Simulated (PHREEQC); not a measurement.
Make-up at 25 °C: 0.00975 mol/kgw H3BO3 and 0.00065 mol/kgw NaOH. Closed to the air; pH follows from the charge balance.

The numbers come from PHREEQC with the ion-association model, wateq4f.dat.

- pH = 8.08
- ionic strength = 0.000650 mol/kgw
- total alkalinity = 0.650 meq/kg

```
species  molality  activity   log γ
-------  --------  --------  ------
H3BO3     0.00910   0.00910   0.000
Na+      0.000650  0.000632  -0.013
H2BO3-   0.000649  0.000630  -0.013
OH-       1.24e-6   1.20e-6  -0.013
H+        8.55e-9   8.31e-9  -0.012
```

Precipitation was switched off in this run.
